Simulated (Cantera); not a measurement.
Cantera with NASA thermochemical tables; ideal gases at 1 bar, condensed phases pure. Values are per mole of reaction as written; species without (g) are pure solids or liquids, kept so even where they would boil at 1 bar.

Li2O + 2 Cl(g) ⇌ 2 LiCl(g) + O(g)

```
T (K)  ΔH° (kJ)  ΔS° (J/K)  ΔG° (kJ)  log10 K  condensed phases
-----  --------  ---------  --------  -------  ----------------
1700        ___        ___       ___      ___           Li2O(s)
1775        ___        ___       ___      ___           Li2O(s)
1850        ___        ___       ___      ___           Li2O(l)
1925       98.3      131.6    -155.1     4.21           Li2O(l)
2000        ___        ___       ___      ___           Li2O(l)
```

Problem. Complete the blanks.

Solution. 
- 1700, ΔH° (kJ): 167.0
- 1700, ΔS° (J/K): 169.0
- 1700, ΔG° (kJ): -120.3
- 1700, log10 K: 3.70
- 1775, ΔH° (kJ): 163.6
- 1775, ΔS° (J/K): 167.1
- 1775, ΔG° (kJ): -132.9
- 1775, log10 K: 3.91
- 1850, ΔH° (kJ): 101.7
- 1850, ΔS° (J/K): 133.4
- 1850, ΔG° (kJ): -145.2
- 1850, log10 K: 4.10
- 2000, ΔH° (kJ): 94.8
- 2000, ΔS° (J/K): 129.9
- 2000, ΔG° (kJ): -164.9
- 2000, log10 K: 4.31
